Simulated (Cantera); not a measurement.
Hydrocarbon pyrolysis for carbon deposition

A perfectly stirred reactor is fed with CH₄ : H₂ = 1 : 11 (molar parts), at 0.0267 bar; it is held at 1650 K, and followed from long to short residence time.

Computed with Cantera and GRI-Mech 3.0 (53 species, 325 reactions). GRI-Mech 3.0 stops at C3 and has no aromatics, soot or wall deposition, so with more carbon than oxygen in the feed, carbon stays in small species such as C2H2 where larger ones or solid carbon would form. Radical loss at walls, strong at low pressure, is not modelled.

```
τ (s)    x CH₄   x H₂     x CH₃       x H     x C₂H    x C₂H₂    x CH₂
------  ------  -----  --------  --------  --------  --------  -------
11      0.0156  0.953  0.000165  0.000498   7.10e-8    0.0311  8.04e-8
4.9     0.0229  0.949  0.000233  0.000477   6.08e-8    0.0277  1.07e-7
2.2     0.0327  0.943  0.000318  0.000454   4.85e-8    0.0231  1.36e-7
1.0     0.0444  0.937  0.000412  0.000429   3.52e-8    0.0176  1.64e-7
0.45    0.0570  0.930  0.000502  0.000405   2.22e-8    0.0117  1.87e-7
0.20    0.0681  0.924  0.000567  0.000380   1.16e-8   0.00649  1.96e-7
0.091   0.0757  0.920  0.000581  0.000349   4.91e-9   0.00297  1.85e-7
0.041   0.0802  0.918  0.000527  0.000298   1.39e-9  0.000981  1.46e-7
0.019   0.0822  0.917  0.000396  0.000218  1.99e-10  0.000192  8.31e-8
0.0084  0.0830  0.917  0.000219  0.000119  7.30e-12   1.29e-5  2.63e-8
```
x: mole fraction; the columns are a selection and need not sum to one.
